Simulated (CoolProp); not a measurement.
20 sccm (0 °C, 1 atm) of nitrogen bubbles through liquid octamethyltrisiloxane (MDM) at 307.9 K and leaves saturated at a total pressure of 0.00834 MPa (ideal gas phase). Each further row changes one setting.

The numbers come from the reference Helmholtz-energy equation of state, Thol 2017 in CoolProp.

```
case                       vapour pressure (kPa)  mole fraction of vapour  delivery (mg/min)  delivery (sccm)  change of delivery for a bath 1 K warmer (%)
-------------------------  ---------------------  -----------------------  -----------------  ---------------  --------------------------------------------
as stated                                  0.921                    0.110               26.2             2.48                                           7.0
bath temperature 312.9 K                    1.24                    0.148               36.8             3.49                                           7.0
total pressure 0.0167 MPa                  0.921                   0.0552               12.3             1.17                                           6.6
```
